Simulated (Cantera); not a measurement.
# Thermodynamics of carbothermic reduction, feed PbO + CO + H2

Charge: 1 mol PbO, 12 mol CO, a varied amount of H2, equilibrated at 948 K and 0.480 bar.

Method: chemical equilibrium by Gibbs-energy minimisation in Cantera with the NASA 1993 tables (ideal gas, pure condensed phases). Candidate condensed phases: C, C6H6, C7H8, C8H18, H2O, Pb, PbO, PbO2, Pb3O4; 113 gas species. The numbers say what is thermodynamically allowed, not how fast it happens.

```json
[
 {"n(H2) (mol)": "0.27", "log p CO": "-0.52", "log p CO2": "-0.79", "log p H2": "-2.00", "log p H2O": "-2.53", "n C(graphite)": "2.40", "n Pb(l)": "1.000"},
 {"n(H2) (mol)": "0.39", "log p CO": "-0.52", "log p CO2": "-0.80", "log p H2": "-1.84", "log p H2O": "-2.37", "n C(graphite)": "2.40", "n Pb(l)": "1.000"},
 {"n(H2) (mol)": "0.57", "log p CO": "-0.53", "log p CO2": "-0.81", "log p H2": "-1.68", "log p H2O": "-2.22", "n C(graphite)": "2.41", "n Pb(l)": "1.000"},
 {"n(H2) (mol)": "0.84", "log p CO": "-0.53", "log p CO2": "-0.83", "log p H2": "-1.52", "log p H2O": "-2.07", "n C(graphite)": "2.42", "n Pb(l)": "1.000"},
 {"n(H2) (mol)": "1.2", "log p CO": "-0.55", "log p CO2": "-0.85", "log p H2": "-1.38", "log p H2O": "-1.94", "n C(graphite)": "2.43", "n Pb(l)": "1.000"},
 {"n(H2) (mol)": "1.8", "log p CO": "-0.56", "log p CO2": "-0.88", "log p H2": "-1.23", "log p H2O": "-1.80", "n C(graphite)": "2.45", "n Pb(l)": "1.000"},
 {"n(H2) (mol)": "2.6", "log p CO": "-0.59", "log p CO2": "-0.93", "log p H2": "-1.09", "log p H2O": "-1.69", "n C(graphite)": "2.46", "n Pb(l)": "1.000"},
 {"n(H2) (mol)": "3.9", "log p CO": "-0.62", "log p CO2": "-0.99", "log p H2": "-0.96", "log p H2O": "-1.59", "n C(graphite)": "2.46", "n Pb(l)": "1.000"},
 {"n(H2) (mol)": "5.7", "log p CO": "-0.66", "log p CO2": "-1.08", "log p H2": "-0.84", "log p H2O": "-1.52", "n C(graphite)": "2.45", "n Pb(l)": "1.000"}
]
```
log p: log10 of the partial pressure in bar; n: condensed amount in mol.

From 0.27 mol H2 to 5.7 mol H2 the condensed part is C(graphite) + Pb(l). The main Pb-bearing gas is Pb throughout.
